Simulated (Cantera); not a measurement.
Input: 1 mol C₂F₆, 0.012 mol F₂, 14 mol H₂, equilibrated at 4500 Pa.

Cantera equilibrium calculation (NASA polynomials, part measured and part estimated; ideal gas, pure solids and liquids). Candidate condensed phases: C, C₆H₆, C₇H₈, C₈H₁₈; 95 gas species. The feed counts by its element totals alone. Rates play no part. All values below are at 1600 K.

Base state: H₂ 0.646, HF 0.354, H 0.000206, CH₄ 3.06e-5, C₂H₂ (acetylene) 1.78e-5 (mole fractions); condensed: C(graphite).

Problem. What changes in the equilibrium state with this change: pressure from 4500 Pa to 40.0 Pa?

Solution. 
```json
[
 {"species": "H₂", "before": "0.646", "after": "0.644"},
 {"species": "HF", "before": "0.354", "after": "0.354"},
 {"species": "H", "before": "0.000206", "after": "0.00218"},
 {"species": "CH₄", "before": "3.06e-5", "after": "2.71e-7"},
 {"species": "C₂H₂ (acetylene)", "before": "1.78e-5", "after": "1.77e-5"},
 {"species": "C(graphite), mol", "before": "2.00", "after": "2.00"}
]
```
